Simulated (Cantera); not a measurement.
Input (Python, Cantera):

```python
import numpy as np
import cantera as ct

gas = ct.Solution("h2o2.yaml")
gas.TPX = 375, 79000, {'H2': 1, 'O2': 0.417, 'N2': 1.57}
inlet = ct.Reservoir(gas, clone=True)
gas.equilibrate("HP")  # start burning
reactor = ct.IdealGasConstPressureReactor(gas, energy="on", clone=False)
exhaust = ct.Reservoir(gas, clone=True)
tau = [0.43, 0.11, 0.027, 0.0068, 0.0017, 0.00043, 0.00011, 2.7e-05, 6.8e-06][0]
for a, b in ((inlet, reactor), (reactor, exhaust)):
    ct.MassFlowController(a, b, mdot=lambda t: reactor.mass / tau)
net = ct.ReactorNet([reactor])
show = ['H2', 'O2', 'HO2', 'H2O2', 'OH', 'O']

rows = []
print(f"{'tau/s':>10s}{'T/K':>9s}" + "".join(f"{s:>11s}" for s in show))
for tau in [0.43, 0.11, 0.027, 0.0068, 0.0017, 0.00043, 0.00011, 2.7e-05, 6.8e-06]:
    net.initial_time = 0.0
    net.advance(30 * tau)
    before = gas.X
    net.advance(40 * tau)
    drift = np.max(np.abs(gas.X - before) / (gas.X + 1e-9))
    rows.append([gas.T, *gas[show].X, drift])
    print(f"{tau:10.3e}{gas.T:9.1f}" + "".join(f"{x:11.3e}" for x in gas[show].X))
```

Result:

```
     tau/s      T/K         H2         O2        HO2       H2O2         OH          O
 4.300e-01   2405.2  6.515e-02  4.659e-04  1.962e-07  3.557e-08  4.476e-03  2.287e-04
 1.100e-01   2397.5  6.531e-02  5.721e-04  2.429e-07  4.102e-08  4.885e-03  2.764e-04
 2.700e-02   2372.6  6.587e-02  9.550e-04  4.120e-07  5.794e-08  6.124e-03  4.551e-04
 6.800e-03   2310.8  6.740e-02  2.067e-03  8.881e-07  9.440e-08  8.613e-03  1.012e-03
 1.700e-03   2186.2  7.040e-02  4.653e-03  2.001e-06  1.677e-07  1.181e-02  2.448e-03
 4.300e-04   1986.4  7.368e-02  9.103e-03  4.384e-06  3.696e-07  1.355e-02  5.085e-03
 1.100e-04   1726.4  7.589e-02  1.556e-02  9.415e-06  1.097e-06  1.190e-02  8.108e-03
 2.700e-05   1410.6  9.601e-02  3.163e-02  2.629e-05  3.037e-06  6.868e-03  8.665e-03
 6.800e-06    375.0  3.348e-01  1.396e-01  8.309e-17  5.667e-18  1.527e-20  3.271e-18
```

Model: the H2/O2 subset of GRI-Mech 3.0, which has no nitrogen chemistry, integrated in Cantera.
